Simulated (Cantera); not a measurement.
**Thermodynamics of silicon nitride deposition, feed SiH₂Cl₂ + N₂ + H₂**

Charge: 1 mol SiH₂Cl₂, 0.56 mol N₂, 21 mol H₂.

Cantera equilibrium calculation (NASA polynomials, part measured and part estimated; ideal gas, pure solids and liquids). Candidate condensed phases: NH₄Cl, Si, Si₃N₄; 28 gas species. N₂ is the only nitrogen source here; it is nearly inert below about 1500 K, so the nitride shown seldom forms there in practice. Mutual solubility and eutectic melting of coexisting phases are not modelled. The tables' values for SiCl₃ are old estimates. The numbers say what is thermodynamically allowed, not how fast it happens.

Q: Map the stable condensed phases over T = 898, 973, 1048, 1123, 1198, 1273, 1348, 1423, 1498, 1573 K and P in Pa = 5, 21, 85, 350, 1400, 5900, 24000, 100000.

A: 
```
T in K \ P in Pa
              5     21     85    350   1400   5900  24000 100000
   1573       A      A      A      A      B      C      C      C
   1498       A      A      A      B      C      C      C      C
   1423       A      A      B      C      C      C      C      C
   1348       A      B      C      C      C      C      C      C
   1273       B      C      C      C      C      C      C      C
   1198       C      C      C      C      C      C      C      C
   1123       C      C      C      C      C      C      C      C
   1048       C      C      C      C      C      C      C      C
    973       C      C      C      C      C      C      C      C
    898       C      C      C      C      C      C      C      C
```
A: Si; B: Si + Si₃N₄; C: Si₃N₄.
